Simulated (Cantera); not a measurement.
A perfectly stirred reactor is fed with 3.98 % CH4, 0.915 % C2H6, 23.9 % O2, 71.2 % N2, at 1.01 bar; it is adiabatic with a 650 K inlet, and is followed from long to short residence time, starting on the burning branch (τ in s: 0.066, 0.02, 0.0061, 0.0019, 0.00056, 0.00017, 5.2e-05, 1.6e-05, 4.8e-06).

Computed with Cantera and GRI-Mech 3.0 (53 species, 325 reactions).

Question: Predict: blow-out, bracketed by the residence times tried; x(CH4) at τ = 66.0 ms; x(C2H6) at τ = 66.0 ms; x(O2) at τ = 66.0 ms; x(NO2) at τ = 66.0 ms; x(CH4) at τ = 0.560 ms; x(C2H6) at τ = 0.560 ms; x(O2) at τ = 0.560 ms; x(C2H) at τ = 0.560 ms; x(NO2) at τ = 0.560 ms.

Answer: 
```json
{
  "blow_out_bracketed_by_the_residence_times_tried": "burning at 0.170 ms, out at 52.0 µs",
  "x(CH4) at τ = 66.0 ms": "6.80e-6",
  "x(C2H6) at τ = 66.0 ms": "3.43e-7",
  "x(O2) at τ = 66.0 ms": "0.126",
  "x(NO2) at τ = 66.0 ms": "6.22e-8",
  "x(CH4) at τ = 0.560 ms": "0.000176",
  "x(C2H6) at τ = 0.560 ms": "1.03e-5",
  "x(O2) at τ = 0.560 ms": "0.128",
  "x(C2H) at τ = 0.560 ms": "2.71e-9",
  "x(NO2) at τ = 0.560 ms": "6.35e-9"
}
```
